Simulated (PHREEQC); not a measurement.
Model water analysis in mg/L, 10 °C, pH 7.47, pe 10:

```tsv
constituent	mg/L
Na	39
K	158
Ca	79.2
Mg	32
Cl	144
S(6) as SO4	226
Alkalinity as HCO3	239
O(0) (dissolved oxygen)	6.47
```

Cl is adjusted to close the charge balance.
Valence states are taken as typed.

Computed with PHREEQC (ion-association model, phreeqc.dat).

No solid was allowed to form.

**Question.** Order these Ca species by the share of Ca that they hold, largest first: CaSO4, CaCO3, Ca+2, CaHCO3+.

**Answer.** Ca+2 (87 %), CaSO4 (10 %), CaHCO3+ (1.9 %), CaCO3 (0.24 %)

**Question.** Order these C species by the share of C that they hold, largest first: HCO3-, CO3-2, CaHCO3+, CO2, MgHCO3+.

**Answer.** HCO3- (90 %), CO2 (7.9 %), CaHCO3+ (0.90 %), MgHCO3+ (0.73 %), CO3-2 (0.12 %)

The pH is 7.47 and the ionic strength 0.0164 mol/kgw. Away from 25 °C the constants follow the database's enthalpies or fits; those with neither stay at their 25 °C values.
